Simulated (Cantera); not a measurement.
Feed: 1 mol Si, 0.77 mol HCl, 3.6 mol H2, at 1125 K and 135 Torr.

Equilibrium computed with Cantera from the NASA thermochemical tables; the gas is ideal and each condensed phase is pure. The tables' values for SiCl3 are old estimates; treat these amounts as uncertain. Kinetics and transport are ignored.

```tsv
species	before	after
H2	0.925	0.896
HCl	0.0324	0.0653
SiCl4	0.0251	0.0131
SiCl2	0.00240	0.0123
SiHCl3	0.0125	0.00728
SiCl3	0.00221	0.00499
SiH2Cl2	0.000759	0.000559
SiH3Cl	1.24e-5	1.20e-5
Si(s), mol	0.819	0.837
```
Gas species are given as mole fractions.

**Question.** Name the change that produced these shifts.
A. HCl from 0.77 to 1.8 mol
B. temperature from 1125 K to 700 K
C. temperature from 1125 K to 1275 K
D. Si replaced by SiCl4

**Answer.** C, temperature from 1125 K to 1275 K
